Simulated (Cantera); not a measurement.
Input: 1 mol Fe(CO)5, 8.6 mol H2, equilibrated at 1102 °C and 420000 Pa.

Method: chemical equilibrium by Gibbs-energy minimisation in Cantera with the NASA 1993 tables (ideal gas, pure condensed phases). Candidate condensed phases: C, C6H6, C7H8, C8H18, Fe, Fe(CO)5, FeO, Fe(OH)2, Fe(OH)3, Fe2O3, Fe3O4, H2O; 114 gas species. The numbers say what is thermodynamically allowed, not how fast it happens.

Base state: H2 0.622, CO 0.364, CH4 0.00674, H2O 0.00526, CO2 0.00149 (mole fractions); condensed: Fe(γ).

Problem. What changes in the equilibrium state with this change: H2 from 8.6 to 45 mol?

Solution. 
```csv
species,before,after
H2,0.622,0.894
CO,0.364,0.0954
CH4,0.00674,0.00538
CO2,0.00149,0.000264
H2O,0.00526,0.00512
"Fe(γ), mol",1.00,1.00
```

Problem. What changes in the equilibrium state with this change: H2 from 8.6 to 0.74 mol?

Solution. 
| species | before | after |
|---|---|---|
| CO | 0.364 | 0.863 |
| H2 | 0.622 | 0.127 |
| CO2 | 0.00149 | 0.00697 |
| CH4 | 0.00674 | 0.000339 |
| H2O | 0.00526 | 0.00212 |
| Fe(γ), mol | 1.00 | 1.00 |
| C(graphite), mol | 0 | 0.0498 |
Condensed phases not in the tables: cementite and carbon dissolved in iron.
